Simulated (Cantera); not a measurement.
Cantera run:

```python
import numpy as np
import cantera as ct

gas_names = """
    B BH BH2 BH3 BN BO BO2 B2 B2O B2O2 B2O3 B3O3H3 H HBO HBO2 HNO HNO2 HNO3 HO2 H2 H2O H2O2 H3B3O6 N NH
    NH2 NH3 NH2OH NO NO2 NO3 N2 N2H2 N2H4 N2O O OH O2 O3
""".split()
cond_names = """
    B(b) B(L) BN(s) B2O3(L) B3O3H3(cr) H2O(s) H2O(L)
""".split()


def load(file, names, dense=False):
    # The tables refer to 1 bar. Condensed volumes are neglected.
    table = {s.name: s for s in ct.Species.list_from_file(file)}
    out = []
    for n in names:
        d = dict(table[n].input_data)
        d["thermo"] = dict(d["thermo"], **{"reference-pressure": 1e5})
        if dense:
            d["equation-of-state"] = {"model": "constant-volume", "density": "1e6 g/cm^3"}
        out.append(ct.Species.from_dict(d))
    return out


gas = ct.Solution(thermo="ideal-gas", species=load("nasa_gas.yaml", gas_names))
cond = {s.name: ct.Solution(thermo="fixed-stoichiometry", species=[s], name=s.name)
        for s in load("nasa_condensed.yaml", cond_names, dense=True)}
atoms = {
    'borazine': {'B': 3, 'N': 3, 'H': 6},
    'O2': {'O': 2},
}
top_T = {'BN(s)': 3200}  # K; cautious upper limits of use, not melting points


def equilibrate(T, P, feed):
    n = {}
    for name, mol in feed.items():
        for a, k in atoms[name].items():
            n[a] = n.get(a, 0.0) + k * mol
    gas.TPX = T, P, n
    mass = sum(n.values()) * gas.mean_molecular_weight
    gas.equilibrate("TP")
    valid = [c for c in cond.values() if c.min_temp <= T <= top_T.get(c.name, c.max_temp)]
    mix = ct.Mixture([(gas, mass / gas.mean_molecular_weight)] + [(c, 0.0) for c in valid])
    mix.T, mix.P = T, P
    mix.equilibrate("TP", solver="vcs", rtol=1e-11, max_steps=5000)
    return mix


results = []
feed = {'borazine': 1, 'O2': 0.58}  # mol
P = 44000  # Pa
for T in [973, 1048, 1123, 1198, 1273, 1348, 1423, 1498, 1573, 1648, 1723, 1798, 1873, 1948]:
    mix = equilibrate(T, P, feed)
    results.append((T, P, feed, dict(zip(mix.species_names, mix.species_moles))))

top = {s: max(r[3][s] / sum(r[3][g] for g in gas_names) for r in results) for s in gas_names}
cols = sorted((s for s in top if top[s] > 0.0001), key=lambda s: -top[s])[:9]
seen = [c for c in cond_names if any(r[3].get(c, 0) > 1e-12 for r in results)]
print("log10 of partial pressures in bar; condensed amounts in mol")
print(f"{'T/K':>10s}" + "".join(f"{s[:9]:>10s}" for s in cols + seen))
for T, P, feed, n in results:
    ng = sum(n[g] for g in gas_names)
    print(f"{T:10.4g}" + "".join(f"{np.log10(max(n[s] / ng * P / 1e5, 1e-99)):10.3f}" for s in cols)
          + "".join(f"{n.get(c, 0):10.4g}" for c in seen))
```

Output:

```
log10 of partial pressures in bar; condensed amounts in mol
       T/K        H2        N2       HBO      B2O3      HBO2      B2O2       H2O        BO         H     BN(s)   B2O3(L)
       973    -0.410    -1.303    -9.285   -12.053    -6.261   -16.314    -2.854   -16.165    -9.171     2.234     0.383
      1048    -0.410    -1.303    -8.159   -10.524    -5.599   -14.264    -2.866   -14.274    -8.317     2.234    0.3831
      1123    -0.410    -1.302    -7.187    -9.209    -5.031   -12.494    -2.879   -12.640    -7.576     2.233    0.3832
      1198    -0.410    -1.302    -6.341    -8.065    -4.539   -10.951    -2.894   -11.214    -6.926     2.233    0.3832
      1273    -0.410    -1.302    -5.597    -7.062    -4.110    -9.595    -2.909    -9.960    -6.352     2.233    0.3831
      1348    -0.410    -1.302    -4.939    -6.175    -3.733    -8.395    -2.924    -8.849    -5.841     2.233    0.3826
      1423    -0.411    -1.303    -4.352    -5.387    -3.398    -7.325    -2.939    -7.857    -5.383     2.233    0.3815
      1498    -0.411    -1.303    -3.825    -4.681    -3.100    -6.365    -2.954    -6.967    -4.970     2.234    0.3792
      1573    -0.412    -1.304    -3.351    -4.047    -2.833    -5.500    -2.969    -6.164    -4.597     2.235    0.3745
      1648    -0.414    -1.306    -2.922    -3.473    -2.593    -4.716    -2.985    -5.437    -4.257     2.235     0.365
      1723    -0.419    -1.308    -2.533    -2.952    -2.378    -4.003    -3.003    -4.774    -3.948     2.234    0.3455
      1798    -0.428    -1.311    -2.181    -2.477    -2.184    -3.351    -3.026    -4.168    -3.668     2.229    0.3036
      1873    -0.449    -1.314    -1.863    -2.042    -2.014    -2.753    -3.060    -3.612    -3.415      2.21    0.2103
      1948    -0.492    -1.317    -1.587    -1.656    -1.879    -2.212    -3.120    -3.104    -3.193     2.156         0
```

Equilibrium computed with Cantera from the NASA thermochemical tables; the gas is ideal and each condensed phase is pure. The feed counts by its element totals alone. Mutual solubility and eutectic melting of coexisting phases are not modelled. Gases not in the tables: H3BO3.
